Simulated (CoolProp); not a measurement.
Vapour-liquid equilibrium of R114 (1) + R113 (2) at 0.441 MPa; x and y are mole fractions of (1).

Computed with CoolProp (multi-fluid Helmholtz-energy mixture model, Platzer 1990 and Marx 1992; pair parameters Bell 2016). This equation is an older, rougher fit; its heat capacities, sound speeds and derivatives of the liquid may be far off and weren't checked against measurements.

| x | bubble temperature, mixture model (K) | bubble temperature, Raoult's law (K) | y, mixture model | y, Raoult's law |
|---|---|---|---|---|
| 0.05 | 369.5 | 369.0 | 0.127 | 0.148 |
| 0.2 | 358.4 | 357.4 | 0.423 | 0.463 |
| 0.35 | 349.1 | 348.1 | 0.624 | 0.659 |
| 0.5 | 341.3 | 340.5 | 0.761 | 0.788 |
| 0.65 | 334.7 | 334.2 | 0.858 | 0.877 |
| 0.8 | 329.1 | 328.8 | 0.929 | 0.940 |
| 0.95 | 324.2 | 324.1 | 0.984 | 0.987 |

The largest gap from Raoult's law is +1.0 K in bubble temperature, at x = 0.2. No azeotrope shows between x = 0.05 and 0.95.

Pair parameters are fitted to limited data, so mixtures are less certain than the pure fluids.
